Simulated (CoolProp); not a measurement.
Saturation properties of chloromethane (R40) (Tc = 418.6 K, pc = 6.929 MPa, ω = 0.150).

The numbers come from the reference Helmholtz-energy equation of state, Thol 2014 in CoolProp.

```
T (K)  p (MPa)  liquid density (kg/m³)  vapour density (kg/m³)  liquid cp (kJ/(kg K))  surface tension (mN/m)
-----  -------  ----------------------  ----------------------  ---------------------  ----------------------
322.6    1.109                   859.5                   25.00                  1.703                    11.6
328.6    1.282                   845.7                   28.92                  1.730                    10.7
334.6    1.474                   831.5                   33.33                  1.761                    9.82
340.6    1.686                   816.7                   38.30                  1.797                    8.95
346.6    1.919                   801.4                   43.90                  1.838                    8.09
352.6    2.175                   785.4                   50.21                  1.888                    7.25
358.6    2.455                   768.6                   57.36                  1.948                    6.43
364.6    2.760                   750.8                   65.47                  2.021                    5.62
370.5    3.087                   732.3                   74.55                  2.111                    4.85
376.5    3.448                   712.1                   85.14                  2.229                    4.09
382.5    3.838                   690.1                   97.41                  2.387                    3.35
388.5    4.261                   665.8                   111.8                  2.613                    2.64
```

It boils at 249.2 K under 1 atm.

Surface tension comes from a separate correlation (Mulero 2014).
